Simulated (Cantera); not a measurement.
What does this Cantera script print?

```python
import numpy as np
import cantera as ct

gas_names = """
    B BCL BCL2 BCL3 BH BH2 BH3 BN B2 CL CL2 H HCL H2 N NH NH2 NH3 N2 N2H2 N2H4
""".split()
cond_names = """
    B(b) B(L) BN(s) NH4CL(a) NH4CL(b)
""".split()


def load(file, names, dense=False):
    # The tables refer to 1 bar. Condensed volumes are neglected.
    table = {s.name: s for s in ct.Species.list_from_file(file)}
    out = []
    for n in names:
        d = dict(table[n].input_data)
        d["thermo"] = dict(d["thermo"], **{"reference-pressure": 1e5})
        if dense:
            d["equation-of-state"] = {"model": "constant-volume", "density": "1e6 g/cm^3"}
        out.append(ct.Species.from_dict(d))
    return out


gas = ct.Solution(thermo="ideal-gas", species=load("nasa_gas.yaml", gas_names))
cond = {s.name: ct.Solution(thermo="fixed-stoichiometry", species=[s], name=s.name)
        for s in load("nasa_condensed.yaml", cond_names, dense=True)}
atoms = {
    'BCl3': {'B': 1, 'CL': 3},
    'NH3': {'N': 1, 'H': 3},
}
top_T = {'BN(s)': 3200}  # K; cautious upper limits of use, not melting points


def equilibrate(T, P, feed):
    n = {}
    for name, mol in feed.items():
        for a, k in atoms[name].items():
            n[a] = n.get(a, 0.0) + k * mol
    gas.TPX = T, P, n
    mass = sum(n.values()) * gas.mean_molecular_weight
    gas.equilibrate("TP")
    valid = [c for c in cond.values() if c.min_temp <= T <= top_T.get(c.name, c.max_temp)]
    mix = ct.Mixture([(gas, mass / gas.mean_molecular_weight)] + [(c, 0.0) for c in valid])
    mix.T, mix.P = T, P
    mix.equilibrate("TP", solver="vcs", rtol=1e-11, max_steps=5000)
    return mix


results = []
feed = {'BCl3': 1, 'NH3': 3.6}  # mol
T = 850  # K
P = 47  # Pa
mix = equilibrate(T, P, feed)
results.append((T, P, feed, dict(zip(mix.species_names, mix.species_moles))))
x = sorted(zip(gas.X, gas.species_names), reverse=True)
print(f"T = {T:g} K  P = {P:g} Pa  gas = {mix.phase_moles(0):.4g} mol")
print("   x: " + "  ".join(f"{s} {v:.3e}" for v, s in x if v > 0.001))
print("   condensed (mol): " + ("  ".join(f"{mix.phase(i).name} {mix.phase_moles(i):.4g}"
      for i in range(1, mix.n_phases) if mix.phase_moles(i) > 1e-12) or "none"))
```

It prints:

```
T = 850 K  P = 47 Pa  gas = 8.2 mol
   x: H2 4.756e-01  HCL 3.659e-01  N2 1.585e-01
   condensed (mol): BN(s) 1
```

Cantera equilibrium calculation (NASA polynomials, part measured and part estimated; ideal gas, pure solids and liquids).
